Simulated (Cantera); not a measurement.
Mixture: CH₄ : H₂ : O₂ : N₂ = 1 : 0.18 : 4.64 : 17.5 (molar parts), at 1.18 atm, adiabatic and at constant pressure. Ignition delay is the time to a rise of 400 K.

Computed with Cantera and GRI-Mech 3.0 (53 species, 325 reactions).

Predict: delay at 1100 K; delay at 1175 K; delay at 1250 K; delay at 1325 K; delay at 1400 K; delay at 1475 K; delay at 1550 K; apparent activation energy between 1400 and 1550 K.


```
Property                                                 Value
--------------------------------------------------  ----------
delay at 1100 K                                        15.5 ms
delay at 1175 K                                        7.09 ms
delay at 1250 K                                        3.30 ms
delay at 1325 K                                        1.60 ms
delay at 1400 K                                       0.828 ms
delay at 1475 K                                       0.460 ms
delay at 1550 K                                       0.273 ms
apparent activation energy between 1400 and 1550 K  130 kJ/mol
```
